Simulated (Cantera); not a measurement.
An isothermal, constant-pressure homogeneous reactor starts with 8.75 % H₂, 38.0 % O₂, 53.2 % N₂, equivalence ratio 0.12, at 1175 K and 0.975 Torr.

Detailed kinetics in Cantera: GRI-Mech 3.0 (53 species, 325 reactions). Radical loss at walls, strong at low pressure, is not modelled. The temperature is held fixed by assumption; the heat of reaction is taken as removed at once.

x: mole fraction; the columns are a selection and need not sum to one.

```tsv
t (s)	x H₂	x O₂	x H₂O	x O	x N₂O
2.00e-5	0.0875	0.380	<1e-12	<1e-12	<1e-12
8.50e-5	0.0875	0.380	<1e-12	5.07e-12	<1e-12
0.000361	0.0875	0.380	2.30e-11	8.22e-11	<1e-12
0.00153	0.0875	0.380	1.16e-9	1.20e-9	<1e-12
0.00651	0.0875	0.380	1.05e-7	4.65e-8	<1e-12
0.0277	0.0652	0.368	0.0159	0.00615	5.48e-12
0.117	0.00361	0.328	0.0669	0.0343	3.03e-10
0.499	0.00337	0.330	0.0695	0.0311	3.21e-10
2.12	?	0.337	?	?	3.88e-10
9.00	?	0.348	?	?	7.10e-10
```

### Question
Fill in the missing entries.

### Answer

- 2.12, x H₂: 0.00245
- 2.12, x H₂O: 0.0778
- 2.12, x O: 0.0206
- 9.00, x H₂: 0.000620
- 9.00, x H₂O: 0.0888
- 9.00, x O: 0.00473
